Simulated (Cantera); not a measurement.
Cantera run, input and output.

```python
import numpy as np
import cantera as ct

gas = ct.Solution("gri30.yaml")
gas.TPX = 950, 500000, {'CO': 1, 'H2': 0.034, 'CH4': 0.067, 'O2': 0.271, 'N2': 1.02, 'H2O': 0.12}
reactor = ct.IdealGasReactor(gas, energy="on", clone=False)
net = ct.ReactorNet([reactor])
net.rtol, net.atol = 1e-08, 1e-16
show = ['CO', 'H2', 'CH4', 'N2O', 'OH']
times = np.geomspace(3e-06, 1, 16)

steps = ct.SolutionArray(gas, extra=["t"])
rows = []
print(f"{'t/s':>10s}{'T/K':>9s}{'P/Pa':>11s}" + "".join(f"{s:>11s}" for s in show))
for t in times:
    while net.time < t:
        t_next = net.step()
        steps.append(gas.state, t=t_next)
    rows.append([np.interp(t, steps.t, y) for y in (steps.T, steps.P, *steps(*show).X.T)])
    print(f"{t:10.3e}{rows[-1][0]:9.1f}{rows[-1][1]:11.4g}" + "".join(f"{x:11.3e}" for x in rows[-1][2:]))
rate = np.gradient(steps.T, steps.t)
print("integrator steps:", len(steps.t))
if steps.T.max() > steps.T[0] + 200:
    print(f"time of steepest temperature rise: {steps.t[rate.argmax()]:.4e} s")
gas.TPX = 950, 500000, {'CO': 1, 'H2': 0.034, 'CH4': 0.067, 'O2': 0.271, 'N2': 1.02, 'H2O': 0.12}
gas.equilibrate("UV")
print(f"equilibrium (UV): T = {gas.T:.1f} K  " + "  ".join(f"{s} {gas[s].X[0]:.3e}" for s in show))
```

It prints:

```
       t/s      T/K       P/Pa         CO         H2        CH4        N2O         OH
 3.000e-06    950.0      5e+05  3.981e-01  1.354e-02  2.667e-02  1.619e-16  7.388e-12
 7.003e-06    950.0      5e+05  3.981e-01  1.354e-02  2.667e-02  5.144e-16  8.882e-12
 1.635e-05    950.0      5e+05  3.981e-01  1.354e-02  2.667e-02  1.375e-15  1.018e-11
 3.817e-05    950.0      5e+05  3.981e-01  1.354e-02  2.667e-02  3.420e-15  1.323e-11
 8.910e-05    950.0      5e+05  3.981e-01  1.354e-02  2.667e-02  8.388e-15  2.112e-11
 2.080e-04    950.0      5e+05  3.981e-01  1.354e-02  2.667e-02  2.114e-14  4.262e-11
 4.856e-04    950.0      5e+05  3.981e-01  1.353e-02  2.667e-02  5.830e-14  1.060e-10
 1.134e-03    950.0      5e+05  3.981e-01  1.353e-02  2.667e-02  2.027e-13  3.430e-10
 2.646e-03    950.2  5.001e+05  3.981e-01  1.353e-02  2.667e-02  1.251e-12  1.895e-09
 6.178e-03    954.2  5.021e+05  3.978e-01  1.349e-02  2.663e-02  1.791e-11  1.500e-08
 1.442e-02   1089.9   5.71e+05  3.914e-01  1.333e-02  2.416e-02  1.068e-09  1.242e-06
 3.367e-02   2636.1  1.315e+06  2.932e-01  2.668e-02  2.005e-11  7.413e-08  1.674e-03
 7.860e-02   2636.1  1.315e+06  2.932e-01  2.668e-02  2.005e-11  7.413e-08  1.674e-03
 1.835e-01   2636.1  1.315e+06  2.932e-01  2.668e-02  2.005e-11  7.413e-08  1.674e-03
 4.284e-01   2636.1  1.315e+06  2.932e-01  2.668e-02  2.005e-11  7.413e-08  1.674e-03
 1.000e+00   2636.1  1.315e+06  2.932e-01  2.668e-02  2.005e-11  7.413e-08  1.674e-03
integrator steps: 2292
time of steepest temperature rise: 1.4815e-02 s
equilibrium (UV): T = 2636.1 K  CO 2.932e-01  H2 2.668e-02  CH4 2.210e-11  N2O 7.413e-08  OH 1.674e-03
```

Model: GRI-Mech 3.0 (53 species, 325 reactions), integrated in Cantera. Below about 1000 K GRI-Mech 3.0 lacks low-temperature oxidation paths.
